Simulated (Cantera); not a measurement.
What does this Cantera script print?

```python
import numpy as np
import cantera as ct

gas_names = """
    P4O10 P4 O2
""".split()
cond_names = """

""".split()


def load(file, names, dense=False):
    # The tables refer to 1 bar. Condensed volumes are neglected.
    table = {s.name: s for s in ct.Species.list_from_file(file)}
    out = []
    for n in names:
        d = dict(table[n].input_data)
        d["thermo"] = dict(d["thermo"], **{"reference-pressure": 1e5})
        if dense:
            d["equation-of-state"] = {"model": "constant-volume", "density": "1e6 g/cm^3"}
        out.append(ct.Species.from_dict(d))
    return out


species = {s.name: s for s in load("nasa_gas.yaml", gas_names) + load("nasa_condensed.yaml", cond_names)}
# Each term lists the table entries of one substance; the one whose range holds T is used.
reactions = {
    'P4O10(g) = P4(g) + 5 O2(g)':
        [(-1, ['P4O10']), (1, ['P4']), (5, ['O2'])],
}


def pick(names, T):
    return next(species[n] for n in names if species[n].thermo.min_temp <= T <= species[n].thermo.max_temp)


results = []
for label, terms in reactions.items():
    print(label)
    print("     T/K   dH/kJ  dS/(J/K)   dG/kJ   log10 K")
    for T in [1275, 1325, 1375, 1425, 1475, 1525, 1575, 1625, 1675, 1725, 1775]:
        used = [(nu, pick(names, T)) for nu, names in terms]
        dH = sum(nu * s.thermo.h(T) for nu, s in used) / 1e6
        dS = sum(nu * s.thermo.s(T) for nu, s in used) / 1e3
        dG = dH - T * dS / 1e3
        logK = -dG * 1e6 / (ct.gas_constant * T * np.log(10))
        results.append((label, T, dH, dS, dG, logK, [s.name for _, s in used]))
        print(f"{T:8g} {dH:8.1f} {dS:8.1f} {dG:8.1f} {logK:8.2f}")
```

Result:

```
P4O10(g) = P4(g) + 5 O2(g)
     T/K   dH/kJ  dS/(J/K)   dG/kJ   log10 K
    1275   2927.6    861.7   1828.9   -74.93
    1325   2924.9    859.6   1785.9   -70.40
    1375   2922.2    857.6   1743.0   -66.21
    1425   2919.4    855.6   1700.1   -62.32
    1475   2916.6    853.7   1657.4   -58.69
    1525   2913.9    851.9   1614.7   -55.31
    1575   2911.1    850.1   1572.2   -52.14
    1625   2908.3    848.4   1529.7   -49.17
    1675   2905.6    846.7   1487.4   -46.38
    1725   2902.8    845.1   1445.1   -43.76
    1775   2900.1    843.5   1402.8   -41.28
```

Source: NASA polynomial tables (part measured, part estimated), evaluated in Cantera. Condensed species are held in their standard states even where they would react or evaporate.
